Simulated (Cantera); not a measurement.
An isothermal, constant-pressure homogeneous reactor starts with H2 : O2 : N2 = 1.2 : 1 : 0.89 (molar parts), equivalence ratio 0.60, at 1098 K and 608 Torr.

Cantera simulation using GRI-Mech 3.0 (53 species, 325 reactions); the numbers are that mechanism's predictions, not measurements. The temperature is held fixed by assumption; the heat of reaction is taken as removed at once.

x: mole fraction; the columns are a selection and need not sum to one.

| t (s) | x H2 | x O2 | x NO | x H2O | x H |
|---|---|---|---|---|---|
| 0.000200 | 0.0315 | 0.174 | 7.54e-7 | 0.443 | (withheld) |
| 0.000538 | 0.0292 | 0.173 | 5.53e-7 | 0.446 | 7.85e-6 |
| 0.00145 | 0.0247 | 0.171 | 5.53e-7 | 0.451 | 7.60e-6 |
| 0.00390 | 0.0160 | 0.167 | 4.95e-7 | 0.462 | (withheld) |
| 0.0105 | 0.00660 | 0.163 | 3.66e-7 | 0.474 | (withheld) |
| 0.0283 | 0.00166 | 0.161 | 1.98e-7 | 0.480 | (withheld) |
| 0.0761 | 0.000353 | 0.161 | 9.52e-8 | 0.481 | (withheld) |
| 0.205 | 6.62e-5 | 0.161 | 7.56e-8 | 0.482 | (withheld) |
| 0.552 | 5.70e-6 | 0.161 | 1.80e-7 | 0.482 | 1.02e-10 |
| 1.49 | 7.36e-9 | 0.161 | 7.20e-7 | 0.482 | 1.62e-12 |
| 4.00 | 1.69e-9 | 0.161 | 8.35e-7 | 0.482 | 1.13e-12 |

### Question
Some entries are withheld; supply them.

### Answer

- 0.000200, x H: 3.84e-5
- 0.00390, x H: 4.42e-6
- 0.0105, x H: 1.34e-6
- 0.0283, x H: 1.78e-7
- 0.0761, x H: 1.55e-8
- 0.205, x H: 1.47e-9
